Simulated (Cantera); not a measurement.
Feed: 1 mol Si3N4, 0.099 mol H2O, 87 mol H2, at 1373.15 K and 0.900 bar.

These are equilibrium values from Cantera (NASA tables, ideal gas, pure condensed phases), not measurements of a reactor. Candidate condensed phases: H2O, Si, SiO2, Si2N2O, Si3N4; 35 gas species. Mutual solubility and eutectic melting of coexisting phases are not modelled. Equilibrium is a limit: real reactors are often held back by kinetics, nucleation or transport.

Base state: H2 1.000, N2 0.000378 (mole fractions); condensed: Si2N2O(s) + Si3N4(s).

Problem. What changes in the equilibrium state with this change: Si3N4 replaced by Si?

Solution. 
```
species                before    after
-------------------  --------  -------
H2                      1.000    1.000
SiO                   6.86e-9  4.59e-5
N2                   0.000378        0
Si2N2O(s), mol         0.0990        0
Si3N4(s), mol           0.934        0
Si(s), mol                  0    0.948
SiO2(β-quartz), mol         0   0.0475
```
The tables hold silica as quartz up to 1696 K and as liquid above; real silica turns to tridymite and cristobalite and melts near 1996 K.
